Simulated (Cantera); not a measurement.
Input: 1 mol Zr, 7.5 mol O2, equilibrated at 0.130 bar.

Method: chemical equilibrium by Gibbs-energy minimisation in Cantera with the NASA 1993 tables (ideal gas, pure condensed phases). Candidate condensed phases: Zr, ZrO2; 6 gas species. The numbers say what is thermodynamically allowed, not how fast it happens.

x: gas mole fraction; n: condensed amount in mol.

```csv
T (K),x O2,x O,x O3,n ZrO2(monoclinic),n ZrO2(tetragonal)
923,1.00,3.46e-11,<1e-12,1.00,0
1023,1.00,8.64e-10,[?],1.00,0
1123,1.00,1.22e-8,[?],1.00,0
1223,1.00,1.12e-7,[?],1.00,0
1323,1.000,7.38e-7,[?],1.00,0
1423,1.000,3.73e-6,[?],1.00,0
1523,1.000,1.53e-5,[?],0,1.00
```

Q: Some entries are withheld; supply them.

A: 
- 1023, x O3: 5.25e-12
- 1123, x O3: 2.35e-11
- 1223, x O3: 8.26e-11
- 1323, x O3: 2.40e-10
- 1423, x O3: 6.02e-10
- 1523, x O3: 1.34e-9
